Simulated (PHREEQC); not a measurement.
## Silver or lead bath: speciation

Make-up at 25 °C: 0.21 mol/kgw Pb(NO3)2, 0.025 mol/kgw K2SO4 and 0.00032 mol/kgw Na2SO4. Closed to the air; pH follows from the charge balance.

All values are PHREEQC results (ion-association model, phreeqc.dat), not measurements.

This is a speciation only: nothing precipitates in the calculation.

**Question.** What pH, activity of water does the model give?

**Answer.** pH 4.22; activity of water 0.990.

**Question.** In which forms is S present?

**Answer.** PbSO4 70 %, SO4-2 25 %, Pb(SO4)2-2 3.9 %, KSO4- 1.7 % of the S.

Saturation is exceeded, for instance for Anglesite; the values hold only as long as no solid forms. Species that the database lacks are ignored.
